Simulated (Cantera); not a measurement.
What does this Cantera script print?

```python
import numpy as np
import cantera as ct

gas_names = """
    H H2 Si SiH SiH2 SiH3 SiH4 Si2 Si3
""".split()
cond_names = """
    Si(cr) Si(L)
""".split()


# ... load() reads the species with a 1 bar reference pressure and builds the phases ...
atoms = {
    'Si': {'Si': 1},
    'H2': {'H': 2},
}
top_T = {}  # K; cautious upper limits of use, not melting points


# ... equilibrate(T, P, feed) seeds the gas with the atoms and calls Mixture.equilibrate('TP', solver="vcs", rtol=1e-11, max_steps=5000) ...
results = []
feed = {'Si': 1, 'H2': 9.9}  # mol
T = 1373.15  # K
P = 610000  # Pa
mix = equilibrate(T, P, feed)
results.append((T, P, feed, dict(zip(mix.species_names, mix.species_moles))))
x = sorted(zip(gas.X, gas.species_names), reverse=True)
print(f"T = {T:g} K  P = {P:g} Pa  gas = {mix.phase_moles(0):.4g} mol")
print("   x: " + "  ".join(f"{s} {v:.3e}" for v, s in x if v > 0.0001))
print("   condensed (mol): " + ("  ".join(f"{mix.phase(i).name} {mix.phase_moles(i):.4g}"
      for i in range(1, mix.n_phases) if mix.phase_moles(i) > 1e-12) or "none"))
```

Output:

```
T = 1373.15 K  P = 610000 Pa  gas = 9.9 mol
   x: H2 1.000e+00
   condensed (mol): Si(cr) 0.9999
```

Method: chemical equilibrium by Gibbs-energy minimisation in Cantera with the NASA 1993 tables (ideal gas, pure condensed phases).
